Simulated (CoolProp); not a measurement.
Model: reference Helmholtz-energy equation of state, Zhou 2012, in CoolProp.

Task: Give the vapour pressure (bar), vapour Z, surface tension (mN/m), liquid conductivity (mW/(m K)) of saturated o-xylene at 166.65, 267.05 °C.

Result: 
| T (°C) | p (bar) | vapour Z | surface tension (mN/m) | liquid conductivity (mW/(m K)) |
|---|---|---|---|---|
| 166.65 | 1.77 | 0.931 | 14.9 | 95.6 |
| 267.05 | 11.5 | 0.759 | 5.95 | 78.3 |

Thermal conductivity comes from a separate model (Mylona 2014). Surface tension comes from a separate correlation (Mulero 2014).
